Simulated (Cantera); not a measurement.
Input (Python, Cantera) and output of one run.

```python
import numpy as np
import cantera as ct

gas_names = [...]  # 45 gases of nasa_gas.yaml made of Al, Cl, H, N, O
cond_names = """
    AL(cr) AL(L) ALCL3(s) ALCL3(L) ALN(s) AL2O3(a) AL2O3(L) H2O(s) H2O(L) NH4CL(a) NH4CL(b)
""".split()


# ... load() reads the species with a 1 bar reference pressure and builds the phases ...
atoms = {
    'AlCl3': {'AL': 1, 'CL': 3},
    'NH3': {'N': 1, 'H': 3},
    'H2': {'H': 2},
    'O2': {'O': 2},
}
top_T = {'ALN(s)': 2750}  # K; cautious upper limits of use, not melting points


# ... equilibrate(T, P, feed) seeds the gas with the atoms and calls Mixture.equilibrate('TP', solver="vcs", rtol=1e-11, max_steps=5000) ...
results = []
feed = {'AlCl3': 1, 'NH3': 38, 'H2': 89, 'O2': 14}  # mol
T = 1725  # K
P = 1000  # Pa
mix = equilibrate(T, P, feed)
results.append((T, P, feed, dict(zip(mix.species_names, mix.species_moles))))
print(gas.report(threshold=1e-06))
for i in range(1, mix.n_phases):
    print(f"{mix.phase(i).name:16s} {mix.phase_moles(i):12.5e} mol")
```

Result:

```
       temperature   1725 K
          pressure   1000 Pa
           density   0.00056776 kg/m^3
  mean mol. weight   8.1431 kg/kmol
   phase of matter   gas

                          1 kg             1 kmol
                     ---------------   ---------------
          enthalpy        8.2218e+05        6.6951e+06  J
   internal energy       -9.3911e+05       -7.6473e+06  J
           entropy             30571        2.4894e+05  J/K
    Gibbs function       -5.1913e+07       -4.2273e+08  J
 heat capacity c_p            4429.2             36067  J/K
 heat capacity c_v            3408.1             27753  J/K

                      mass frac. Y      mole frac. X     chem. pot. / RT
                     ---------------   ---------------   ---------------
                CL        0.00013379        3.0732e-05           -28.909
                 H        0.00019336          0.001562           -11.985
               HCL          0.080466          0.017973           -40.894
                H2           0.17513           0.70738           -23.971
               H2O           0.35178           0.15901           -50.146
                N2           0.39226           0.11402           -33.229
                OH        4.0402e-05        1.9345e-05            -38.16
     [  +38 minor]        1.2632e-06        3.2154e-07

AL(L)             0.00000e+00 mol
ALCL3(L)          0.00000e+00 mol
ALN(s)            0.00000e+00 mol
AL2O3(a)          4.99995e-01 mol
```

Equilibrium computed with Cantera from the NASA thermochemical tables; the gas is ideal and each condensed phase is pure.
